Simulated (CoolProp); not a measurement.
Vapour-liquid equilibrium of o-xylene (1) + n-decane (2) at 218.35 °C; x and y are mole fractions of (1).

Values from CoolProp's multi-fluid Helmholtz-energy mixture model, Zhou 2012 and Lemmon 2006; pair parameters Bell 2016.

```json
[
 {"x": "0.05", "bubble pressure (MPa)": "0.2876", "y at the bubble point": "0.081", "dew pressure at overall composition x (MPa)": "0.2834", "liquid density (mol/L)": "4.024"},
 {"x": "0.2", "bubble pressure (MPa)": "0.3210", "y at the bubble point": "0.296", "dew pressure at overall composition x (MPa)": "0.3052", "liquid density (mol/L)": "4.299"},
 {"x": "0.35", "bubble pressure (MPa)": "0.3556", "y at the bubble point": "0.476", "dew pressure at overall composition x (MPa)": "0.3307", "liquid density (mol/L)": "4.606"},
 {"x": "0.5", "bubble pressure (MPa)": "0.3911", "y at the bubble point": "0.629", "dew pressure at overall composition x (MPa)": "0.3607", "liquid density (mol/L)": "4.953"},
 {"x": "0.65", "bubble pressure (MPa)": "0.4273", "y at the bubble point": "0.759", "dew pressure at overall composition x (MPa)": "0.3966", "liquid density (mol/L)": "5.346"},
 {"x": "0.8", "bubble pressure (MPa)": "0.4640", "y at the bubble point": "0.872", "dew pressure at overall composition x (MPa)": "0.4400", "liquid density (mol/L)": "5.796"},
 {"x": "0.95", "bubble pressure (MPa)": "0.5014", "y at the bubble point": "0.970", "dew pressure at overall composition x (MPa)": "0.4934", "liquid density (mol/L)": "6.314"}
]
```

No azeotrope shows between x = 0.05 and 0.95.

Pair parameters are fitted to limited data, so mixtures are less certain than the pure fluids.
